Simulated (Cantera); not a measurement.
Input: 1 mol AlN, a varied amount of H2O, 0.56 mol H2, equilibrated at 1102 °C and 0.0100 bar.

These are equilibrium values from Cantera (NASA tables, ideal gas, pure condensed phases), not measurements of a reactor. Candidate condensed phases: Al, AlN, Al2O3, H2O; 35 gas species. Mutual solubility and eutectic melting of coexisting phases are not modelled. Kinetics and transport are ignored.

**Question.** At 0.55 mol H2O, list the 3 most abundant gas species with their mole fractions, and the condensed phases.

**Answer.** H2 0.858, N2 0.142, H 3.17e-5. Condensed: AlN(s) + Al2O3(s).
